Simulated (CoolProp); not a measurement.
Vapour-liquid equilibrium of C2F6 (R116) (1) + R22 (2) at 441 kPa; x and y are mole fractions of (1).

Computed with CoolProp (multi-fluid Helmholtz-energy mixture model, Lemmon 2006 and Kamei 1995; pair parameters Bell 2016).

```csv
x,"bubble temperature, mixture model (K)","bubble temperature, Raoult's law (K)","y, mixture model","y, Raoult's law"
0.05,255.7,265.5,0.390,0.170
0.125,243.7,260.2,0.631,0.366
0.2,238.0,255.6,(withheld),0.511
0.275,235.2,251.5,0.762,0.621
0.35,(withheld),247.9,0.784,0.706
0.425,232.6,244.7,(withheld),0.772
0.5,231.8,241.7,0.811,0.825
0.575,231.2,239.1,0.823,0.867
0.65,230.5,236.7,(withheld),0.902
0.725,229.8,234.4,0.857,0.930
0.8,229.1,232.4,0.882,0.954
0.875,(withheld),230.5,0.915,0.974
0.95,(withheld),228.8,0.961,0.990
```

Problem. Some entries are withheld; supply them.

Solution. 
- 0.2, y, mixture model: 0.721
- 0.35, bubble temperature, mixture model (K): 233.6
- 0.425, y, mixture model: 0.798
- 0.65, y, mixture model: 0.838
- 0.875, bubble temperature, mixture model (K): 228.4
- 0.95, bubble temperature, mixture model (K): 227.9

The largest gap from Raoult's law is -17.6 K in bubble temperature, at x = 0.2. No azeotrope shows between x = 0.05 and 0.95.

The pair parameters rest on a limited set of measurements; away from them the model extrapolates. With so large a gap from Raoult's law the liquid may split in two, which this calculation doesn't test in full.
